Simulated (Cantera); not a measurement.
Input: 1 mol CH3SiH3, 0.078 mol HCl, 7.8 mol H2, held at 1998.15 K and 10.0 mbar.

Equilibrium computed with Cantera from the NASA thermochemical tables; the gas is ideal and each condensed phase is pure. Candidate condensed phases: C, C6H6, C7H8, C8H18, Si, SiC; 109 gas species. The feed counts by its element totals alone. The numbers say what is thermodynamically allowed, not how fast it happens.

Base state: H2 0.976, H 0.0159, HCl 0.00699, Si 0.000411, C2H2 (acetylene) 0.000236, Cl 8.47e-5, SiH 2.77e-5, SiCl2 1.16e-5 (mole fractions); condensed: SiC(s).

**Question.** What changes in the equilibrium state with this change: temperature from 1998.15 K to 998 K?

**Answer.** 
```
species             before    after
----------------  --------  -------
H2                   0.976    0.993
HCl                0.00699  0.00713
CH4                2.30e-6  1.18e-5
H                   0.0159  2.14e-8
Si                0.000411    <1e-9
SiCl2              1.16e-5  2.70e-6
C2H2 (acetylene)  0.000236    <1e-9
Cl                 8.47e-5    <1e-9
SiH                2.77e-5    <1e-9
Si2C               1.12e-5    <1e-9
SiC(s), mol          0.995    1.000
```

**Question.** What changes in the equilibrium state with this change: temperature from 1998.15 K to 1475 K?

**Answer.** 
```
species        before     after
-----------  --------  --------
H2              0.976     0.993
HCl           0.00699   0.00716
H              0.0159  0.000129
Si           0.000411   2.03e-8
SiCl2         1.16e-5   5.74e-6
Si2C          1.12e-5     <1e-9
SiH           2.77e-5   7.21e-9
SiC(s), mol     0.995     1.000
```
